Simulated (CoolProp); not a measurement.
R123 at 278.79 K and 3.37 MPa flows at 0.21 m/s in a round tube of 50 mm bore and 45 µm roughness, fully developed (64/Re and Nu = 3.66 if laminar; Colebrook and Gnielinski if turbulent). Each further row changes one setting.

Values from CoolProp's reference Helmholtz-energy equation of state, Younglove 1994. It is a modified Benedict-Webb-Rubin equation, recast in Helmholtz form.

```tsv
case	Reynolds number	Darcy friction factor	pressure drop (Pa/m)	heat-transfer coefficient (W/(m² K))	mass flow (kg/h)
as stated	29100	0.0259	17.3	353	?
velocity 0.42 m/s	58300	?	62.3	?	?
diameter 100 mm	58300	0.0218	7.32	?	9030
```

Q: What belongs in the gaps?

A: 
- as stated, mass flow (kg/h): 2260
- velocity 0.42 m/s, Darcy friction factor: 0.0232
- velocity 0.42 m/s, heat-transfer coefficient (W/(m² K)): 668
- velocity 0.42 m/s, mass flow (kg/h): 4510
- diameter 100 mm, heat-transfer coefficient (W/(m² K)): 320

Viscosity comes from a separate model (Tanaka 1996). Thermal conductivity comes from a separate model (Laesecke 1996).
